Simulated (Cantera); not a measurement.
Charge: 1 mol borazine, a varied amount of O₂, 0.2 mol H₂, equilibrated at 0.173 Torr.

Cantera equilibrium calculation (NASA polynomials, part measured and part estimated; ideal gas, pure solids and liquids). Candidate condensed phases: B, BN, B₂O₃, B₃O₃H₃, H₂O; 39 gas species. The feed counts by its element totals alone. Mutual solubility and eutectic melting of coexisting phases are not modelled. Kinetics and transport are ignored.

Question: What condenses at these points (T in K, n(O₂) in mol): (1675, 2.2); (1075, 1.3); (1875, 0.23); (1875, 0.38); (1075, 2.2); (1675, 1.3); (2175, 0.14); (1675, 0.48)?

Answer: 
```json
[
 {"T (K)": "1675", "n(O₂) in mol": "2.2", "condensed phases": "gas only", "B condensed (%)": "0.0"},
 {"T (K)": "1075", "n(O₂) in mol": "1.3", "condensed phases": "BN + B₂O₃", "B condensed (%)": "100.0"},
 {"T (K)": "1875", "n(O₂) in mol": "0.23", "condensed phases": "B + BN", "B condensed (%)": "84.6"},
 {"T (K)": "1875", "n(O₂) in mol": "0.38", "condensed phases": "BN", "B condensed (%)": "74.6"},
 {"T (K)": "1075", "n(O₂) in mol": "2.2", "condensed phases": "BN + B₂O₃", "B condensed (%)": "100.0"},
 {"T (K)": "1675", "n(O₂) in mol": "1.3", "condensed phases": "BN", "B condensed (%)": "21.6"},
 {"T (K)": "2175", "n(O₂) in mol": "0.14", "condensed phases": "B", "B condensed (%)": "88.8"},
 {"T (K)": "1675", "n(O₂) in mol": "0.48", "condensed phases": "BN", "B condensed (%)": "69.6"}
]
```
